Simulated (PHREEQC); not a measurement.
Solution (25 °C): 0.21 mol/kgw CsOH, 0.00048 mol/kgw CdSO4 and 0.001 mol/kgw KH2PO4. Closed to the air; pH follows from the charge balance.

All values are PHREEQC results (ion-association model, wateq4f.dat), not measurements.

No solid was allowed to form.

Predict the pH.

pH 13.16.

In which forms is P present?

PO4-3 97 %, HPO4-2 3.1 % of the P.

Saturation is exceeded, for instance for Cd(OH)2; the values hold only as long as no solid forms. H3PO4, which wateq4f.dat lacks, is added to it with the constant of phreeqc.dat. The database has no phosphate complexes of Cd.
